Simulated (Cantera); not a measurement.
A Cantera script and its output.

```python
import numpy as np
import cantera as ct

gas = ct.Solution("gri30.yaml")
gas.TPX = 1650, 630000, {'CH4': 1, 'O2': 3.77, 'N2': 14.2}
reactor = ct.IdealGasReactor(gas, energy="on", clone=False)
net = ct.ReactorNet([reactor])
net.rtol, net.atol = 1e-08, 1e-16
show = ['CH4', 'O2', 'HCO', 'H2', 'N2O', 'OH']
times = np.geomspace(9e-06, 0.7, 16)

steps = ct.SolutionArray(gas, extra=["t"])
rows = []
print(f"{'t/s':>10s}{'T/K':>9s}{'P/Pa':>11s}" + "".join(f"{s:>11s}" for s in show))
for t in times:
    while net.time < t:
        t_next = net.step()
        steps.append(gas.state, t=t_next)
    rows.append([np.interp(t, steps.t, y) for y in (steps.T, steps.P, *steps(*show).X.T)])
    print(f"{t:10.3e}{rows[-1][0]:9.1f}{rows[-1][1]:11.4g}" + "".join(f"{x:11.3e}" for x in rows[-1][2:]))
rate = np.gradient(steps.T, steps.t)
print("integrator steps:", len(steps.t))
if steps.T.max() > steps.T[0] + 200:
    print(f"time of steepest temperature rise: {steps.t[rate.argmax()]:.4e} s")
gas.TPX = 1650, 630000, {'CH4': 1, 'O2': 3.77, 'N2': 14.2}
gas.equilibrate("UV")
print(f"equilibrium (UV): T = {gas.T:.1f} K  " + "  ".join(f"{s} {gas[s].X[0]:.3e}" for s in show))
```

Output:

```
       t/s      T/K       P/Pa        CH4         O2        HCO         H2        N2O         OH
 9.000e-06   1649.9    6.3e+05  5.262e-02  1.987e-01  1.238e-09  9.305e-06  5.805e-10  7.840e-07
 1.907e-05   1650.6  6.303e+05  5.227e-02  1.985e-01  1.642e-08  4.789e-05  2.318e-09  2.681e-06
 4.040e-05   1667.4   6.37e+05  4.905e-02  1.963e-01  4.840e-07  6.341e-04  1.440e-08  1.800e-05
 8.559e-05   2805.3  1.084e+06  7.368e-17  9.015e-02  8.617e-09  2.134e-03  3.553e-06  1.467e-02
 1.813e-04   2797.0   1.08e+06  7.020e-17  8.792e-02  8.218e-09  2.101e-03  3.541e-06  1.431e-02
 3.842e-04   2785.1  1.075e+06  6.545e-17  8.477e-02  7.684e-09  2.055e-03  3.585e-06  1.381e-02
 8.139e-04   2774.5  1.071e+06  6.140e-17  8.199e-02  7.235e-09  2.015e-03  3.675e-06  1.337e-02
 1.724e-03   2770.5  1.069e+06  5.991e-17  8.094e-02  7.071e-09  2.000e-03  3.719e-06  1.320e-02
 3.653e-03   2770.2  1.069e+06  5.979e-17  8.085e-02  7.058e-09  1.998e-03  3.723e-06  1.319e-02
 7.740e-03   2770.2  1.069e+06  5.979e-17  8.085e-02  7.057e-09  1.998e-03  3.723e-06  1.319e-02
 1.640e-02   2770.2  1.069e+06  5.979e-17  8.085e-02  7.057e-09  1.998e-03  3.723e-06  1.319e-02
 3.474e-02   2770.2  1.069e+06  5.979e-17  8.085e-02  7.057e-09  1.998e-03  3.723e-06  1.319e-02
 7.361e-02   2770.2  1.069e+06  5.979e-17  8.085e-02  7.057e-09  1.998e-03  3.723e-06  1.319e-02
 1.559e-01   2770.2  1.069e+06  5.979e-17  8.085e-02  7.057e-09  1.998e-03  3.723e-06  1.319e-02
 3.304e-01   2770.2  1.069e+06  5.979e-17  8.085e-02  7.057e-09  1.998e-03  3.723e-06  1.319e-02
 7.000e-01   2770.2  1.069e+06  5.979e-17  8.085e-02  7.057e-09  1.998e-03  3.723e-06  1.319e-02
integrator steps: 1766
time of steepest temperature rise: 5.8919e-05 s
equilibrium (UV): T = 2770.2 K  CH4 8.446e-17  O2 8.085e-02  HCO 7.057e-09  H2 1.998e-03  N2O 3.723e-06  OH 1.319e-02
```

Computed with Cantera and GRI-Mech 3.0 (53 species, 325 reactions).
